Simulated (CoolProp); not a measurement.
Vapour-liquid equilibrium of hexamethyldisiloxane (MM) (1) + toluene (2) at 433.3 K; x and y are mole fractions of (1).

Model: multi-fluid Helmholtz-energy mixture model, Thol 2016 and Lemmon 2006; pair parameters Bell 2016, in CoolProp.

| x | bubble pressure (bar) | y at the bubble point | dew pressure at overall composition x (bar) | liquid density (mol/L) |
|---|---|---|---|---|
| 0.05 | 3.523 | 0.069 | 3.502 | 7.516 |
| 0.125 | 3.636 | 0.164 | 3.589 | 7.025 |
| 0.2 | … | 0.253 | 3.678 | 6.581 |
| 0.275 | 3.840 | … | 3.768 | 6.177 |
| 0.35 | 3.930 | 0.411 | 3.858 | 5.810 |
| 0.425 | 4.011 | 0.483 | 3.946 | 5.474 |
| 0.5 | 4.085 | 0.552 | 4.030 | 5.167 |
| 0.575 | 4.150 | 0.619 | 4.108 | … |
| 0.65 | 4.206 | … | 4.178 | 4.626 |
| 0.725 | 4.254 | 0.749 | 4.237 | 4.388 |
| 0.8 | 4.292 | 0.815 | 4.285 | 4.168 |
| 0.875 | 4.321 | … | 4.319 | 3.965 |
| 0.95 | 4.339 | 0.951 | 4.339 | 3.777 |

### Question
Complete the blanks.

### Answer

- 0.2, bubble pressure (bar): 3.741
- 0.275, y at the bubble point: 0.335
- 0.575, liquid density (mol/L): 4.885
- 0.65, y at the bubble point: 0.684
- 0.875, y at the bubble point: 0.882

No azeotrope shows between x = 0.05 and 0.95.

Pair parameters are fitted to limited data, so mixtures are less certain than the pure fluids.
